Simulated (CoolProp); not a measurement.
Saturated liquid density (kg/m³) of n-undecane: the reference equation beside estimates from Tc = 638.8 K, pc = 19.90 bar, ω = 0.539. Rackett uses Z = 0.29056 − 0.08775 ω.

Model: reference Helmholtz-energy equation of state, Aleksandrov 2011, in CoolProp. It is a short technical equation, of lower accuracy than the large ones.

| T (K) | reference | Rackett | van der Waals | Redlich-Kwong | Soave-Redlich-Kwong | Peng-Robinson |
|---|---|---|---|---|---|---|
| 371.3 | 680.4 | 725.1 | 365.6 | 539.3 | 574.0 | 646.1 |
| 377.1 | 675.9 | 720.2 | 363.4 | 535.6 | 570.9 | 642.7 |
| 383 | 671.3 | 715.0 | 361.2 | 531.7 | 567.7 | 639.3 |
| 388.8 | 666.7 | 710.0 | 358.9 | 527.8 | 564.4 | 635.8 |
| 394.7 | 662.0 | 704.8 | 356.6 | 523.8 | 561.0 | 632.1 |
| 400.5 | 657.4 | 699.6 | 354.3 | 519.8 | 557.5 | 628.4 |
| 406.4 | 652.7 | 694.3 | 351.9 | 515.7 | 553.9 | 624.6 |
| 412.2 | 648.0 | 689.0 | 349.5 | 511.5 | 550.3 | 620.7 |
| 418.1 | 643.1 | 683.6 | 347.1 | 507.2 | 546.5 | 616.6 |
| 423.9 | 638.4 | 678.2 | 344.6 | 502.9 | 542.7 | 612.5 |
| 429.8 | 633.4 | 672.7 | 342.1 | 498.4 | 538.7 | 608.2 |
| 435.6 | 628.6 | 667.2 | 339.5 | 493.9 | 534.6 | 603.8 |
| 441.5 | 623.5 | 661.5 | 336.9 | 489.3 | 530.4 | 599.2 |
| 447.3 | 618.5 | 655.9 | 334.3 | 484.6 | 526.1 | 594.6 |

Absolute difference from the reference over all 14 rows, mean and median: Rackett 6.3 and 6.4 %, van der Waals 46.1 and 46.1 %, Redlich-Kwong 21.1 and 21.0 %, Soave-Redlich-Kwong 15.2 and 15.1 %, Peng-Robinson 4.3 and 4.3 %.
